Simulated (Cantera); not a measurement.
An isothermal, constant-pressure homogeneous reactor starts with H2 : O2 : H2O = 0.33 : 1 : 0.0046 (molar parts), at 1450 K and 15.0 Torr.

Cantera simulation using GRI-Mech 3.0 (53 species, 325 reactions); the numbers are that mechanism's predictions, not measurements. Radical loss at walls, strong at low pressure, is not modelled. The temperature is held fixed by assumption; the heat of reaction is taken as removed at once.

One state of this run: x H2 = 2.28e-6; x O2 = 0.714; x H2O = 0.286; x H = 1.02e-7; x H2O2 = 5.26e-9. x: mole fraction; the columns are a selection and need not sum to one.

Which value of t (s) does it belong to?
(A) 0.000389
(B) 1.36
(C) 5.28
(D) 0.000100

C, 5.28
